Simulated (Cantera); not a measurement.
Feed: 1 mol Cr, 0.37 mol N2, held at 94.0 Pa.

Cantera equilibrium calculation (NASA polynomials, part measured and part estimated; ideal gas, pure solids and liquids). Candidate condensed phases: Cr, CrN, Cr2N; 4 gas species. The numbers say what is thermodynamically allowed, not how fast it happens.

log p: log10 of the partial pressure in bar; n: condensed amount in mol.

| T (K) | log p N2 | log p Cr | log p N | log p CrN | n Cr2N(s) | n Cr(s) |
|---|---|---|---|---|---|---|
| 1173 | -3.03 | -10.15 | <-15 | <-15 | 0.500 | 0 |
| 1323 | -3.03 | -8.05 | <-15 | <-15 | 0 | 1.000 |
| 1473 | -3.03 | -6.50 | <-15 | -13.98 | 0 | 1.000 |
| 1623 | -3.03 | -5.24 | (withheld) | -12.38 | 0 | 0.998 |
| 1773 | -3.06 | -4.20 | (withheld) | -11.07 | 0 | 0.973 |
| 1923 | -3.32 | -3.33 | (withheld) | -10.09 | 0 | 0.638 |
| 2073 | -3.60 | -3.16 | (withheld) | -9.86 | 0 | 0 |
| 2223 | -3.60 | -3.16 | (withheld) | -9.68 | 0 | 0 |

Question: What belongs in the gaps?

Answer: 
- 1623, log p N: -13.47
- 1773, log p N: -12.18
- 1923, log p N: -11.21
- 2073, log p N: -10.40
- 2223, log p N: -9.58
